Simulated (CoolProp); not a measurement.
Vapour-liquid equilibrium of CH2F2 (R32) (1) + R123 (2) at -44.45 °C; x and y are mole fractions of (1).

The numbers come from the multi-fluid Helmholtz-energy mixture model, Tillner-Roth 1997 and Younglove 1994; pair parameters Bell 2016 in CoolProp.

Problem. Give the bubble pressure and the first vapour's composition at x = 0.45, 0.75, 0.85. Is there an azeotrope?

Solution. x = 0.45: 0.08699 MPa, y = 0.980; x = 0.75: 0.1158 MPa, y = 0.990; x = 0.85: 0.1258 MPa, y = 0.993. No azeotrope shows between x = 0.05 and 0.95.

The pair parameters rest on a limited set of measurements; away from them the model extrapolates. With so large a gap from Raoult's law the liquid may split in two, which this calculation doesn't test in full.
